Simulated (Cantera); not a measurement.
Input: 1 mol C6H6, 0.013 mol O2, 50 mol H2, 0.12 mol CO2, equilibrated at 1573.15 K.

Cantera equilibrium calculation (NASA polynomials, part measured and part estimated; ideal gas, pure solids and liquids). Candidate condensed phases: C, C6H6, C7H8, C8H18, H2O; 110 gas species. The ideal-gas law is rough above about 30 bar. Equilibrium is a limit: real reactors are often held back by kinetics, nucleation or transport.

x: gas mole fraction; n: condensed amount in mol.

```json
[
 {"P (Pa)": "10", "x H2": "0.991", "x CH4": "1.80e-7", "x CO": "0.00498", "x H": "0.00405", "x H2O": "?", "x C2H4": "2.88e-10", "n C(graphite)": "5.85"},
 {"P (Pa)": "100", "x H2": "0.994", "x CH4": "1.81e-6", "x CO": "0.00499", "x H": "0.00128", "x H2O": "?", "x C2H4": "2.89e-9", "n C(graphite)": "5.85"},
 {"P (Pa)": "1000", "x H2": "0.995", "x CH4": "1.81e-5", "x CO": "0.00499", "x H": "0.000406", "x H2O": "?", "x C2H4": "2.90e-8", "n C(graphite)": "5.85"},
 {"P (Pa)": "10000", "x H2": "0.995", "x CH4": "0.000181", "x CO": "0.00499", "x H": "0.000128", "x H2O": "?", "x C2H4": "2.90e-7", "n C(graphite)": "5.84"},
 {"P (Pa)": "100000", "x H2": "0.993", "x CH4": "0.00181", "x CO": "0.00500", "x H": "4.06e-5", "x H2O": "?", "x C2H4": "2.89e-6", "n C(graphite)": "5.76"},
 {"P (Pa)": "1000000", "x H2": "0.977", "x CH4": "0.0175", "x CO": "0.00503", "x H": "1.27e-5", "x H2O": "?", "x C2H4": "2.80e-5", "n C(graphite)": "4.93"},
 {"P (Pa)": "10000000", "x H2": "0.871", "x CH4": "0.124", "x CO": "0.00509", "x H": "3.80e-6", "x H2O": "?", "x C2H4": "0.000176", "n C(graphite)": "0"}
]
```

Q: What belongs in the gaps?

A: 
- 10, x H2O: 5.13e-10
- 100, x H2O: 5.15e-9
- 1000, x H2O: 5.16e-8
- 10000, x H2O: 5.16e-7
- 100000, x H2O: 5.16e-6
- 1000000, x H2O: 5.11e-5
- 10000000, x H2O: 0.000518
